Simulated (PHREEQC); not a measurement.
Solution (36 °C): 0.018 mol FeSO4, 0.0037 mol NaHCO3 and 0.12 mol NaCl per kg of water. Closed to the air; pH follows from the charge balance.

Model: ion-association model, phreeqc.dat, run in PHREEQC.

| quantity | before | after |
|---|---|---|
| pH | 7.18 | 7.32 |
| ionic strength (mol/kgw) | 0.174 | 0.150 |
| Fe+2 (mol/kgw) | 0.0128 | 0.00678 |
| SO4-2 (mol/kgw) | 0.0123 | 0.00659 |
| FeSO4 (mol/kgw) | 0.00330 | 0.00104 |
| NaSO4- (mol/kgw) | 0.00241 | 0.00137 |
| SI of Melanterite (FeSO4:7H2O) | -2.73 | -3.23 |
| SI of Halite (NaCl) | -3.68 | -3.67 |

Question: What was changed between the two runs?
A. FeSO4 from 0.018 to 0.009 mol/kgw
B. diluted 2-fold with water
C. diluted 100-fold with water
D. NaHCO3 left out

Answer: A, FeSO4 from 0.018 to 0.009 mol/kgw

No solid was allowed to form. Some of these states are supersaturated (in Siderite, for instance). Constants without temperature data keep their 25 °C values here.
